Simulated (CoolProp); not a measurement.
Carbon monoxide along the isobar 168 bar: fugacity coefficient from the reference equation and from simpler models built on Tc = -140.3 °C, pc = 34.98 bar, ω = 0.050; each cubic takes its own stable root.

The numbers come from the reference Helmholtz-energy equation of state, Lemmon 2006 in CoolProp. It is a short technical equation, of lower accuracy than the large ones.

```csv
T (°C),phase,reference,van der Waals,Redlich-Kwong,Soave-Redlich-Kwong,Peng-Robinson
-152.15,liquid,0.1701,0.2487,0.1758,0.1740,0.1576
-118.75,supercritical,0.4207,0.4416,0.4257,0.4353,0.3960
-85.35,supercritical,0.6513,0.6135,0.6454,0.6745,0.6190
-52.05,supercritical,0.8077,0.7437,0.7924,0.8350,0.7742
-18.65,supercritical,0.9063,0.8350,0.8849,0.9345,0.8751
14.75,supercritical,0.9683,0.8975,0.9431,0.9955,0.9402
48.05,supercritical,1.008,0.9405,0.9805,1.033,0.9826
81.45,supercritical,1.034,0.9708,1.005,1.056,1.011
```
